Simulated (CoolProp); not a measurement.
Properties of cis-2-butene along the isotherm 251.85 °C.

Values from CoolProp's reference Helmholtz-energy equation of state, Lemmon 2005. It is a short technical equation, of lower accuracy than the large ones.

```tsv
p (MPa)	phase	Z	Joule-Thomson coefficient (K/MPa)
0.53	gas	0.9763	5.245
1.06	gas	0.9522	5.376
1.59	gas	0.9276	5.509
2.12	gas	0.9026	5.640
2.65	gas	0.8772	5.769
3.18	gas	0.8514	5.890
3.71	gas	0.8253	6.000
4.24	supercritical	0.7989	6.093
4.77	supercritical	0.7725	6.162
5.3	supercritical	0.7461	6.198
5.82	supercritical	0.7205	6.195
6.35	supercritical	0.6951	6.143
```
